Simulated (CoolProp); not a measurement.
Saturation properties of CH3F (R41).

Computed with CoolProp (reference Helmholtz-energy equation of state, Lemmon 2006). It is a short technical equation, of lower accuracy than the large ones.

```tsv
T (°C)	p (kPa)	vapour density (kg/m³)	enthalpy of vaporisation (kJ/kg)
-26.75	915.1	18.26	400.2
-20.85	1108	22.17	387.2
-14.85	1334	26.86	373.1
-8.95	1588	32.32	358.1
-2.95	1882	38.89	341.7
2.95	2209	46.61	324.0
8.95	2583	56.04	304.3
14.85	2997	67.37	282.5
20.75	3459	81.48	257.9
26.75	3985	100.0	228.6
```

It boils at -78.4 °C under 1 atm.
